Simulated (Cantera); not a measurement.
Input (Python, Cantera) and output of one run.

```python
import numpy as np
import cantera as ct

gas_names = """
    H H2 N NH NH2 NH3 N2 N2H2 N2H4 Si SiH SiH2 SiH3 SiH4 SiN Si2 Si2N Si3
""".split()
cond_names = """
    Si(cr) Si(L) Si3N4(a)
""".split()


# ... load() reads the species with a 1 bar reference pressure and builds the phases ...
atoms = {
    'trisilylamine': {'Si': 3, 'N': 1, 'H': 9},
    'N2': {'N': 2},
}
top_T = {'Si3N4(a)': 2400}  # K; cautious upper limits of use, not melting points


# ... equilibrate(T, P, feed) seeds the gas with the atoms and calls Mixture.equilibrate('TP', solver="vcs", rtol=1e-11, max_steps=5000) ...
results = []
feed = {'trisilylamine': 1, 'N2': 1.7}  # mol
T = 1448.15  # K
for P in [5, 15, 45, 140, 410, 1200, 3700, 11000, 33000, 100000]:
    mix = equilibrate(T, P, feed)
    results.append((T, P, feed, dict(zip(mix.species_names, mix.species_moles))))
    x = sorted(zip(gas.X, gas.species_names), reverse=True)
    print(f"T = {T:g} K  P = {P:g} Pa  gas = {mix.phase_moles(0):.4g} mol")
    print("   x: " + "  ".join(f"{s} {v:.3e}" for v, s in x if v > 0.001))
    print("   condensed (mol): " + ("  ".join(f"{mix.phase(i).name} {mix.phase_moles(i):.4g}"
          for i in range(1, mix.n_phases) if mix.phase_moles(i) > 1e-12) or "none"))
```

Output:

```
T = 1448.15 K  P = 5 Pa  gas = 6.704 mol
   x: H2 6.707e-01  N2 3.282e-01  H 1.070e-03
   condensed (mol): Si(cr) 3
T = 1448.15 K  P = 15 Pa  gas = 5.057 mol
   x: H2 8.896e-01  N2 1.097e-01
   condensed (mol): Si(cr) 0.5321  Si3N4(a) 0.8226
T = 1448.15 K  P = 45 Pa  gas = 4.701 mol
   x: H2 9.570e-01  N2 4.255e-02
   condensed (mol): Si3N4(a) 1
T = 1448.15 K  P = 140 Pa  gas = 4.701 mol
   x: H2 9.572e-01  N2 4.255e-02
   condensed (mol): Si3N4(a) 1
T = 1448.15 K  P = 410 Pa  gas = 4.7 mol
   x: H2 9.573e-01  N2 4.255e-02
   condensed (mol): Si3N4(a) 1
T = 1448.15 K  P = 1200 Pa  gas = 4.7 mol
   x: H2 9.574e-01  N2 4.255e-02
   condensed (mol): Si3N4(a) 1
T = 1448.15 K  P = 3700 Pa  gas = 4.7 mol
   x: H2 9.574e-01  N2 4.255e-02
   condensed (mol): Si3N4(a) 1
T = 1448.15 K  P = 11000 Pa  gas = 4.7 mol
   x: H2 9.574e-01  N2 4.255e-02
   condensed (mol): Si3N4(a) 1
T = 1448.15 K  P = 33000 Pa  gas = 4.7 mol
   x: H2 9.574e-01  N2 4.255e-02
   condensed (mol): Si3N4(a) 1
T = 1448.15 K  P = 100000 Pa  gas = 4.7 mol
   x: H2 9.574e-01  N2 4.255e-02
   condensed (mol): Si3N4(a) 1
```

Cantera equilibrium calculation (NASA polynomials, part measured and part estimated; ideal gas, pure solids and liquids). The feed counts by its element totals alone. Mutual solubility and eutectic melting of coexisting phases are not modelled.
